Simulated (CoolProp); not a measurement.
Vapour-liquid equilibrium of propane (1) + isobutene (2) at 7.42 kPa; x and y are mole fractions of (1).

Computed with CoolProp (multi-fluid Helmholtz-energy mixture model, Lemmon 2009 and Lemmon 2005; pair parameters Bell 2016).

**Question.** Give the bubble temperature and the first vapour's composition at x = 0.35, 0.5, 0.95. Is there an azeotrope?

**Answer.** x = 0.35: 195.6 K, y = 0.813; x = 0.5: 192.6 K, y = 0.881; x = 0.95: 185.7 K, y = 0.993. No azeotrope shows between x = 0.05 and 0.95.

Pair parameters are fitted to limited data, so mixtures are less certain than the pure fluids.
